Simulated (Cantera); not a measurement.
# Equilibrium for silicon epitaxy and polysilicon growth: Si2H6 + Cl2 + H2

Charge: 1 mol Si2H6, 0.17 mol Cl2, 4.2 mol H2, equilibrated at 58.0 mbar.

Method: chemical equilibrium by Gibbs-energy minimisation in Cantera with the NASA 1993 tables (ideal gas, pure condensed phases). Candidate condensed phases: Si; 19 gas species. The feed counts by its element totals alone. The tables' values for SiCl3 are old estimates; treat these amounts as uncertain. Equilibrium is a limit: real reactors are often held back by kinetics, nucleation or transport.

From 1173 K to 1623 K the condensed part is Si(s). The main Si-bearing gas is SiCl2 throughout.

| T (K) | x H2 | x HCl | x SiCl2 | x SiCl4 | x SiHCl3 | x SiCl3 | n Si(s) |
|---|---|---|---|---|---|---|---|
| 1173 | 0.964 | 0.0300 | 0.00212 | 0.00161 | 0.00121 | 0.000588 | 1.96 |
| 1223 | 0.962 | 0.0335 | 0.00285 | 0.000786 | 0.000695 | 0.000530 | 1.96 |
| 1273 | 0.960 | 0.0355 | 0.00340 | 0.000338 | 0.000365 | 0.000419 | 1.97 |
| 1323 | 0.959 | 0.0365 | 0.00379 | 0.000139 | 0.000185 | 0.000310 | 1.97 |
| 1373 | 0.959 | 0.0368 | 0.00406 | 5.73e-5 | 9.44e-5 | 0.000224 | 1.97 |
| 1423 | 0.959 | 0.0368 | 0.00427 | 2.45e-5 | 4.95e-5 | 0.000163 | 1.97 |
| 1473 | 0.959 | 0.0368 | 0.00443 | 1.10e-5 | 2.69e-5 | 0.000119 | 1.97 |
| 1523 | 0.959 | 0.0366 | 0.00457 | 5.14e-6 | 1.51e-5 | 8.88e-5 | 1.97 |
| 1573 | 0.959 | 0.0365 | 0.00470 | 2.52e-6 | 8.79e-6 | 6.72e-5 | 1.96 |
| 1623 | 0.959 | 0.0363 | 0.00481 | 1.29e-6 | 5.29e-6 | 5.16e-5 | 1.96 |
x: gas mole fraction; n: condensed amount in mol.
